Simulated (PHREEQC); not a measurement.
Consider water at 30 °C with 1.5 mmol/kgw CuCl2, 11 mmol/kgw HBF4 and 0.073 mmol/kgw Na2SO4. Closed to the air; pH follows from the charge balance.

All values are PHREEQC results (ion-association model, phreeqc.dat), not measurements.

This is a speciation only: nothing precipitates in the calculation.

Order these S species by the share of S that they hold, largest first: SO4-2, HSO4-, CuSO4.

SO4-2 (55 %), HSO4- (38 %), CuSO4 (6.7 %)

Order these F species by the share of F that they hold, largest first: HF, BF4-, F-, BF3OH-, BF2(OH)2-.

BF4- (80 %), HF (15 %), BF3OH- (3.7 %), F- (1.1 %), BF2(OH)2- (0.63 %)

The pH is 2.05 and the ionic strength 0.0146 mol/kgw. Real BF4- forms and hydrolyses slowly; the run takes it at equilibrium.
